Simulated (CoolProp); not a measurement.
Vapour-liquid equilibrium of R1234yf (1) + R1234ze(E) (2) at 0.536 MPa; x and y are mole fractions of (1).

The numbers come from the multi-fluid Helmholtz-energy mixture model, Lemmon 2022 and Thol 2016; pair parameters Bell 2022 in CoolProp.

```tsv
x	bubble temperature, mixture model (°C)	bubble temperature, Raoult's law (°C)	y, mixture model	y, Raoult's law
0.05	26.7	26.8	0.067	0.067
0.125	25.7	25.9	0.161	0.163
0.2	24.8	25.0	0.250	0.255
0.275	23.9	24.2	0.334	0.342
0.35	23.0	23.3	0.414	0.425
0.425	22.2	22.5	0.491	0.504
0.5	21.4	21.7	0.565	0.580
0.575	20.7	20.9	0.637	0.652
0.65	19.9	20.1	0.706	0.720
0.725	19.2	19.3	0.773	0.785
0.8	18.5	18.6	0.838	0.848
0.875	17.8	17.8	0.900	0.907
0.95	17.1	17.1	0.961	0.964
```

The largest gap from Raoult's law is -0.3 K in bubble temperature, at x = 0.35. No azeotrope shows between x = 0.05 and 0.95.

Pair parameters are fitted to limited data, so mixtures are less certain than the pure fluids.
